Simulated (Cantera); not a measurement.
An adiabatic, constant-volume homogeneous reactor starts with CH4 : C2H6 : C3H8 : O2 : N2 = 1 : 0.15 : 1.2 : 3.88 : 14.6 (molar parts), at 1325 K and 3.85 atm. Integrator tolerance rtol = 1e-08.

Model: GRI-Mech 3.0 (53 species, 325 reactions), integrated in Cantera. GRI-Mech 3.0 was tuned for natural gas; its chemistry of propane as a main component is partial and can be far from experiment.

### Question
What does this change do: constant pressure in place of constant volume?

### Answer
| quantity | before | after |
|---|---|---|
| time of steepest temperature rise | 0.317 ms | 0.353 ms |
| temperature at 10.0 s | 2664 K | 2340 K |
| equilibrium temperature | 2664 K | 2340 K |
| x(CH4) at 10.0 s | 1.71e-9 (gas-phase equilibrium 1.91e-9) | 1.01e-9 (gas-phase equilibrium 1.14e-9) |
| x(C2H6) at 10.0 s | <1e-12 (gas-phase equilibrium <1e-12) | <1e-12 (gas-phase equilibrium <1e-12) |
| x(C3H8) at 10.0 s | <1e-12 (gas-phase equilibrium <1e-12) | <1e-12 (gas-phase equilibrium <1e-12) |
| x(H2O) at 10.0 s | 0.0920 (gas-phase equilibrium 0.0920) | 0.0914 (gas-phase equilibrium 0.0914) |
| x(OH) at 10.0 s | 0.000851 (gas-phase equilibrium 0.000851) | 0.000223 (gas-phase equilibrium 0.000223) |
| x(H2O2) at 10.0 s | 6.00e-9 (gas-phase equilibrium 6.00e-9) | 6.02e-10 (gas-phase equilibrium 6.02e-10) |
